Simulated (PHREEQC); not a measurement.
NaOH is added in steps, without added water, to 1 kg of water holding 3.7 mmol/kgw HF, 6.7 mmol/kgw KF and 0.87 mmol/kgw HCl, at 25 °C. O2 is buffered at 0.21 atm. No CO2 enters from the air. Solids allowed: Halite, Sylvite. Others were left out.

Base run: PHREEQC, ion-association model, phreeqc.dat. Each further column changes one thing. The table gives pH.

```csv
NaOH added (mol),base,KF left out,HF replaced by NH4BF4 at the same molality,HCl from 0.00087 to 0.00174 mol/kgw,no solid may form
0,3.33,2.74,3.53,3.21,3.33
0.00065,3.43,2.86,3.62,3.30,3.43
0.000975,3.48,2.92,3.66,3.35,3.48
0.001625,3.60,3.06,3.75,3.45,3.60
0.00195,3.67,3.14,3.79,3.50,3.67
0.0026,3.82,3.33,3.87,3.62,3.82
0.00325,4.02,3.56,3.94,3.76,4.02
0.003575,4.16,3.72,3.98,3.85,4.16
0.004225,4.64,4.23,4.05,4.06,4.64
0.00455,5.89,5.50,4.09,4.21,5.89
0.0052,10.74,10.76,4.16,4.80,10.74
```

 Real BF4- forms and hydrolyses slowly; the run takes it at equilibrium. Solids allowed in the column 'KF left out': Halite.
